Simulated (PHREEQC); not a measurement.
**Ultrapure water in contact with air or piping**

Model water analysis in mg/L, 20 °C, pH 5.93, pe 9.4:

```tsv
constituent	mg/L
Na	0.34
K	0.045
Ca	0.538
Mg	0.0586
Cl	0.239
S(6) as SO4	0.228
Alkalinity as HCO3	2.21
F	0.00167
Ni	0.00471
Cd	0.00104
B	0.000982
Zn	0.0236
```

Cl is adjusted to close the charge balance.
Valence states are taken as typed.

Computed with PHREEQC (ion-association model, wateq4f.dat).

Each row changes one thing in this solution. Precipitation was switched off in this run.

```tsv
case	CO2 (mol/kgw)	HCO3- (mol/kgw)	CaHCO3+ (mol/kgw)	CaSO4 (mol/kgw)	ZnHCO3+ (mol/kgw)	CO3-2 (mol/kgw)	SI of Otavite (CdCO3)	SI of ZnCO3:H2O (ZnCO3:H2O)
as made	0.000105	3.74e-5	5.66e-9	5.60e-9	1.63e-9	1.38e-9	-4.83	-5.08
all concentrations times 4 at the same typed pH	0.000405	0.000146	8.49e-8	?	2.41e-8	5.53e-9	-3.66	-3.91
Ni from 0.00471 to 0.00942 mg/L	0.000105	3.74e-5	5.66e-9	5.60e-9	1.63e-9	1.38e-9	-4.83	-5.08
pH from 5.93 to 5.63 at the same alkalinity	?	3.86e-5	5.83e-9	5.59e-9	1.68e-9	?	-5.12	-5.36
pH from 5.93 to 5.5 at the same alkalinity	0.000297	3.94e-5	5.96e-9	5.59e-9	1.71e-9	?	-5.24	-5.49
```

Question: Some entries are withheld; supply them.

Answer: 
- all concentrations times 4 at the same typed pH, CaSO4 (mol/kgw): 8.23e-8
- pH from 5.93 to 5.63 at the same alkalinity, CO2 (mol/kgw): 0.000216
- pH from 5.93 to 5.63 at the same alkalinity, CO3-2 (mol/kgw): 7.13e-10
- pH from 5.93 to 5.5 at the same alkalinity, CO3-2 (mol/kgw): 5.40e-10

Species that the database lacks are ignored. Real BF4- forms and hydrolyses slowly; the run takes it at equilibrium.
